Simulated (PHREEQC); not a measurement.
A PHREEQC speciation (ion-association model, wateq4f.dat) at 55 °C gives pH 2.58 and these molalities:

| species | mol/kgw |
|---|---|
| HF | 0.00548 |
| H+ | 0.00278 |
| BF4- | 0.00158 |
| H3BO3 | 0.00148 |
| F- | 0.000839 |
| BF3OH- | 0.000194 |
| BF2(OH)2- | 0.000141 |
| H2F2 | 2.50e-5 |
| HF2- | 2.01e-5 |
| BF(OH)3- | 6.60e-7 |

Problem. What are the element totals, and what could have been dissolved in 1 kg of water to give them?

Solution. Several could match; the one computed here: totals B 0.00340, F 0.0136 mol/kgw, from 0.0034 mol HBF4 per kg of water.

No solid was allowed to form. Complexes and solids missing from the database can't appear. At this temperature some constants are extrapolated from 25 °C, and those without enthalpy data are left unchanged. Real BF4- forms and hydrolyses slowly; the run takes it at equilibrium.
